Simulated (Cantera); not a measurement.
A freely propagating, adiabatic, planar premixed flame of 24.9 % H₂, 15.8 % O₂, 59.3 % N₂, equivalence ratio 0.79, unburnt at 675 K and 1.80 bar; mixture-averaged transport, grid criteria slope 0.08 and curve 0.16, no radiation.

Computed with Cantera and the H2/O2 subset of GRI-Mech 3.0, which has no nitrogen chemistry. Burning velocities carry a grid error of a few per cent, more on coarse grids.

Question: Predict: laminar burning velocity; thermal thickness; peak x(OH); peak x(H₂O₂); peak x(HO₂).

Answer: 
```
Item                         Value
------------------------  --------
laminar burning velocity  779 cm/s
thermal thickness         0.224 mm
peak x(OH)                  0.0184
peak x(H₂O₂)               1.98e-5
peak x(HO₂)               0.000400
```
